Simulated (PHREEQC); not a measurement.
## Brine

Solution (25 °C): 0.61 mol/kgw MgSO4 and 0.2 mol/kgw LiCl. Closed to the air; pH follows from the charge balance.

Computed with PHREEQC (Pitzer model, pitzer.dat).

Precipitation was switched off in this run.

**Question.** Predict the activity of water, density, osmotic coefficient.

**Answer.** activity of water 0.981; density 1.073 g/cm³; osmotic coefficient 0.653.

Complexes and solids missing from the database can't appear.
